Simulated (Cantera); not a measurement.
## Ignition delay

Mixture: 9.48 % CH₄, 15.7 % O₂, 59.0 % N₂, 15.8 % CO₂, equivalence ratio 1.2, at 900 Torr, adiabatic and at constant pressure. Ignition delay is the time to a rise of 400 K.

Computed with Cantera and GRI-Mech 3.0 (53 species, 325 reactions).

```json
[
 {"T0 (K)": "1100", "delay (ms)": "248"},
 {"T0 (K)": "1200", "delay (ms)": "57.1"},
 {"T0 (K)": "1300", "delay (ms)": "15.1"},
 {"T0 (K)": "1400", "delay (ms)": "4.42"},
 {"T0 (K)": "1500", "delay (ms)": "1.45"},
 {"T0 (K)": "1600", "delay (ms)": "0.545"},
 {"T0 (K)": "1700", "delay (ms)": "0.237"},
 {"T0 (K)": "1800", "delay (ms)": "0.117"},
 {"T0 (K)": "1900", "delay (ms)": "0.0643"}
]
```

| Quantity | Result |
|---|---|
| apparent activation energy between 1700 and 1900 K | 170 kJ/mol |
